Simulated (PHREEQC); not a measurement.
1 kg of water meets 20 L of dry gas (CO2 1 by moles) at fixed total pressure, at 40 °C; fugacities by Peng-Robinson. The gases take part in no redox reaction, some water evaporates into the gas, and hydrates or a liquid gas phase aren't modelled. Nothing may precipitate in this run.

Computed with PHREEQC (ion-association model, phreeqc.dat).

```tsv
P (atm)	dissolved CO2 (all carbonate carbon) (mol/kgw)	φ of CO2	pH
2	0.0454	0.991	3.82
5	0.114	[?]	3.62
10	0.225	[?]	3.47
20	0.428	0.907	3.34
30	0.608	0.863	3.26
40	[?]	0.819	3.21
50	0.901	0.776	3.17
75	[?]	[?]	3.12
100	[?]	0.562	3.10
150	1.31	0.425	[?]
200	1.37	[?]	3.05
300	1.46	0.287	3.02
400	1.53	0.257	2.99
```

Task: What belongs in the gaps?

Result: 
- 5, φ of CO2: 0.976
- 10, φ of CO2: 0.953
- 40, dissolved CO2 (all carbonate carbon) (mol/kgw): 0.766
- 75, dissolved CO2 (all carbonate carbon) (mol/kgw): 1.14
- 75, φ of CO2: 0.670
- 100, dissolved CO2 (all carbonate carbon) (mol/kgw): 1.24
- 150, pH: 3.07
- 200, φ of CO2: 0.355

At this temperature some constants are extrapolated from 25 °C, and those without enthalpy data are left unchanged.
